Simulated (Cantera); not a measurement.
An isothermal, constant-pressure homogeneous reactor starts with H₂ : O₂ = 0.14 : 1 (molar parts), equivalence ratio 0.070, at 1175 K and 1.05 Torr. Integrator tolerance rtol = 1e-08.

Cantera simulation using GRI-Mech 3.0 (53 species, 325 reactions); the numbers are that mechanism's predictions, not measurements. Radical loss at walls, strong at low pressure, is not modelled. The temperature is held fixed by assumption; the heat of reaction is taken as removed at once.

Problem. What does this change do: temperature 1175 to 950 K?

Solution. 
```
quantity                                             before                                      after
-----------------  ----------------------------------------  -----------------------------------------
x(H₂) at 1.00 s     0.00227 (gas-phase equilibrium 2.82e-8)  0.000950 (gas-phase equilibrium 6.88e-11)
x(O₂) at 1.00 s         0.832 (gas-phase equilibrium 0.869)        0.857 (gas-phase equilibrium 0.869)
x(H) at 1.00 s      0.0138 (gas-phase equilibrium 5.54e-10)     0.00553 (gas-phase equilibrium <1e-12)
x(H₂O₂) at 1.00 s  2.37e-8 (gas-phase equilibrium 8.70e-11)   1.91e-8 (gas-phase equilibrium 6.56e-12)
x(H₂O) at 1.00 s        0.115 (gas-phase equilibrium 0.131)        0.125 (gas-phase equilibrium 0.131)
```

Problem. What does this change do: pressure from 1.05 Torr to 10.00 Torr?

Solution. 
| quantity | before | after |
|---|---|---|
| x(H₂) at 1.00 s | 0.00227 (gas-phase equilibrium 2.82e-8) | 1.84e-6 (gas-phase equilibrium 9.14e-9) |
| x(O₂) at 1.00 s | 0.832 (gas-phase equilibrium 0.869) | 0.869 (gas-phase equilibrium 0.869) |
| x(H) at 1.00 s | 0.0138 (gas-phase equilibrium 5.54e-10) | 2.78e-7 (gas-phase equilibrium 1.02e-10) |
| x(H₂O₂) at 1.00 s | 2.37e-8 (gas-phase equilibrium 8.70e-11) | 1.85e-8 (gas-phase equilibrium 2.68e-10) |
| x(H₂O) at 1.00 s | 0.115 (gas-phase equilibrium 0.131) | 0.131 (gas-phase equilibrium 0.131) |
